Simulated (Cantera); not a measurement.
A closed system holds: 1 mol AlBr₃, 11 mol N₂O, 36 mol H₂, 6.1 mol H₂O, at 1798 K and 1330 Pa.

These are equilibrium values from Cantera (NASA tables, ideal gas, pure condensed phases), not measurements of a reactor. Equilibrium is a limit: real reactors are often held back by kinetics, nucleation or transport.

| species | before | after |
|---|---|---|
| H₂ | 0.459 | 0.767 |
| H₂O | 0.284 | 0.133 |
| HBr | 0.0465 | 0.0584 |
| N₂ | 0.200 | 0.0309 |
| OH | 8.41e-5 | 3.03e-5 |
| H | 0.00206 | 0.00267 |
| Br | 0.00819 | 0.00796 |
| Al₂O₃(s), mol | 0.500 | 0.500 |
Gas species are given as mole fractions.

### Question
What was changed between the two runs?
A) N₂O from 11 to 1.4 mol
B) temperature from 1798 K to 2123 K
C) temperature from 1798 K to 1300 K
D) temperature from 1798 K to 1550 K

### Answer
A, N₂O from 11 to 1.4 mol
